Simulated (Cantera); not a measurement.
Ignition delay

Mixture: CH4 : O2 : N2 : H2O = 1 : 4.65 : 13.5 : 0.49 (molar parts), equivalence ratio 0.43, at 2180 Torr, adiabatic and at constant pressure. Ignition delay is the time to a rise of 400 K.

Cantera simulation using GRI-Mech 3.0 (53 species, 325 reactions); the numbers are that mechanism's predictions, not measurements.

```
T0 (K)  delay (ms)
------  ----------
1148          19.2
1248          5.08
1348          1.55
1448         0.538
1548         0.214
1648        0.0969
1748        0.0488
```

| Property | Result |
|---|---|
| apparent activation energy between 1548 and 1748 K | 170 kJ/mol |
